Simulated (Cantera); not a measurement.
What does this Cantera script print?

```python
import numpy as np
import cantera as ct

gas = ct.Solution("gri30.yaml")
gas.TPX = 1248, 24000, {'N2O': 1, 'N2': 0.35}
reactor = ct.IdealGasConstPressureReactor(gas, energy="off", clone=False)
net = ct.ReactorNet([reactor])
net.rtol, net.atol = 1e-08, 1e-18
show = ['N2O', 'NO', 'O', 'O2', 'N2', 'NO2']
times = np.geomspace(1e-06, 200, 11)

steps = ct.SolutionArray(gas, extra=["t"])
rows = []
print(f"{'t/s':>10s}{'T/K':>9s}{'P/Pa':>11s}" + "".join(f"{s:>11s}" for s in show))
for t in times:
    while net.time < t:
        t_next = net.step()
        steps.append(gas.state, t=t_next)
    rows.append([np.interp(t, steps.t, y) for y in (steps.T, steps.P, *steps(*show).X.T)])
    print(f"{t:10.3e}{rows[-1][0]:9.1f}{rows[-1][1]:11.4g}" + "".join(f"{x:11.3e}" for x in rows[-1][2:]))
rate = np.gradient(steps.T, steps.t)
print("integrator steps:", len(steps.t))
if steps.T.max() > steps.T[0] + 200:
    print(f"time of steepest temperature rise: {steps.t[rate.argmax()]:.4e} s")
gas.TPX = 1248, 24000, {'N2O': 1, 'N2': 0.35}
gas.equilibrate("TP")
print(f"equilibrium (TP): T = {gas.T:.1f} K  " + "  ".join(f"{s} {gas[s].X[0]:.3e}" for s in show))
```

Output:

```
       t/s      T/K       P/Pa        N2O         NO          O         O2         N2        NO2
 1.000e-06   1248.0    2.4e+04  7.407e-01  5.645e-10  1.275e-07  1.974e-09  2.593e-01  4.495e-19
 6.762e-06   1248.0    2.4e+04  7.407e-01  2.410e-08  7.811e-07  8.427e-08  2.593e-01  8.094e-16
 4.573e-05   1248.0    2.4e+04  7.407e-01  7.452e-07  2.955e-06  2.606e-06  2.593e-01  7.729e-13
 3.092e-04   1248.0    2.4e+04  7.406e-01  9.113e-06  3.699e-06  3.187e-05  2.593e-01  1.152e-10
 2.091e-03   1248.0    2.4e+04  7.400e-01  6.692e-05  3.699e-06  2.340e-04  2.597e-01  6.085e-09
 1.414e-02   1248.0    2.4e+04  7.357e-01  4.559e-04  3.698e-06  1.595e-03  2.622e-01  2.464e-07
 9.564e-02   1248.0    2.4e+04  7.077e-01  3.005e-03  3.685e-06  1.053e-02  2.787e-01  5.351e-06
 6.467e-01   1248.0    2.4e+04  5.505e-01  1.721e-02  3.587e-06  6.077e-02  3.715e-01  4.096e-05
 4.373e+00   1248.0    2.4e+04  1.376e-01  5.220e-02  2.667e-06  1.938e-01  6.162e-01  1.342e-04
 2.958e+01   1248.0    2.4e+04  6.572e-04  5.875e-02  9.727e-08  2.404e-01  6.999e-01  3.394e-04
 2.000e+02   1248.0    2.4e+04  8.619e-07  5.861e-02  6.715e-08  2.406e-01  7.004e-01  4.144e-04
integrator steps: 1433
equilibrium (TP): T = 1248.0 K  N2O 9.803e-09  NO 3.053e-04  O 7.108e-08  O2 2.701e-01  N2 7.296e-01  NO2 2.288e-06
```

Detailed kinetics in Cantera: GRI-Mech 3.0 (53 species, 325 reactions). GRI-Mech 3.0 was tuned for natural gas; its chemistry of N2O as a main component is partial and can be far from experiment. The mechanism lacks the step 2 NO + O2 → 2 NO2, which can matter for NO2 below about 1400 K. The temperature is held fixed by assumption; the heat of reaction is taken as removed at once.
